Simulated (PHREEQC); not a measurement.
Dissolve 0.0056 mol/kgw CdBr2, 0.00031 mol/kgw Al(NO3)3 and 0.086 mol/kgw MnCl2 at 40 °C. Closed to the air; pH follows from the charge balance.

All values are PHREEQC results (ion-association model, wateq4f.dat), not measurements.

No solid was allowed to form.

Q: Estimate the pH, ionic strength.

A: pH 4.27; ionic strength 0.238 mol/kgw.

Q: In which forms is Al present?

A: Al+3 81 %, AlOH+2 16 %, Al(OH)2+ 3.0 % of the Al.

The solution is supersaturated, for example in Boehmite (slow to form), Gibbsite (slow to form), so a real one may precipitate; this is no full list. Species that the database lacks are ignored. Constants without temperature data keep their 25 °C values here.
